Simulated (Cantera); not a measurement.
What does this Cantera script print?

```python
import numpy as np
import cantera as ct

gas = ct.Solution("gri30.yaml")
gas.TPX = 773, 100000, {'C2H6': 1, 'O2': 7.29, 'N2': 30.6, 'H2O': 1.5, 'CO2': 3.9}
inlet = ct.Reservoir(gas, clone=True)
gas.equilibrate("HP")  # start burning
reactor = ct.IdealGasConstPressureReactor(gas, energy="on", clone=False)
exhaust = ct.Reservoir(gas, clone=True)
tau = [0.045, 0.021, 0.01, 0.0048, 0.0023, 0.0011, 0.00051, 0.00024, 0.00012, 5.5e-05, 2.6e-05, 1.2e-05, 5.8e-06][0]
for a, b in ((inlet, reactor), (reactor, exhaust)):
    ct.MassFlowController(a, b, mdot=lambda t: reactor.mass / tau)
net = ct.ReactorNet([reactor])
show = ['C2H6', 'O2', 'H2O', 'HCN', 'OH']

rows = []
print(f"{'tau/s':>10s}{'T/K':>9s}" + "".join(f"{s:>11s}" for s in show))
for tau in [0.045, 0.021, 0.01, 0.0048, 0.0023, 0.0011, 0.00051, 0.00024, 0.00012, 5.5e-05, 2.6e-05, 1.2e-05, 5.8e-06]:
    net.initial_time = 0.0
    net.advance(30 * tau)
    before = gas.X
    net.advance(40 * tau)
    drift = np.max(np.abs(gas.X - before) / (gas.X + 1e-9))
    rows.append([gas.T, *gas[show].X, drift])
    print(f"{tau:10.3e}{gas.T:9.1f}" + "".join(f"{x:11.3e}" for x in gas[show].X))
```

Result:

```
     tau/s      T/K       C2H6         O2        H2O        HCN         OH
 4.500e-02   1606.4  3.331e-06  8.473e-02  9.978e-02  1.419e-09  9.043e-04
 2.100e-02   1600.5  5.507e-06  8.491e-02  9.953e-02  1.771e-09  1.118e-03
 1.000e-02   1591.9  9.065e-06  8.520e-02  9.921e-02  2.347e-09  1.349e-03
 4.800e-03   1579.1  1.514e-05  8.571e-02  9.877e-02  3.537e-09  1.583e-03
 2.300e-03   1560.2  2.626e-05  8.659e-02  9.819e-02  6.054e-09  1.790e-03
 1.100e-03   1531.6  4.910e-05  8.816e-02  9.740e-02  1.114e-08  1.904e-03
 5.100e-04   1481.5  1.167e-04  9.157e-02  9.611e-02  2.164e-08  1.731e-03
 2.400e-04    773.0  2.258e-02  1.646e-01  3.387e-02  3.936e-21  7.354e-19
 1.200e-04    773.0  2.258e-02  1.646e-01  3.387e-02 -4.044e-23  5.112e-19
 5.500e-05    773.0  2.258e-02  1.646e-01  3.387e-02  6.240e-27  3.851e-19
 2.600e-05    773.0  2.258e-02  1.646e-01  3.387e-02  2.803e-30  3.221e-19
 1.200e-05    773.0  2.258e-02  1.646e-01  3.387e-02  2.003e-33  2.821e-19
 5.800e-06    773.0  2.258e-02  1.646e-01  3.387e-02  3.867e-36  2.488e-19
```

Detailed kinetics in Cantera: GRI-Mech 3.0 (53 species, 325 reactions).
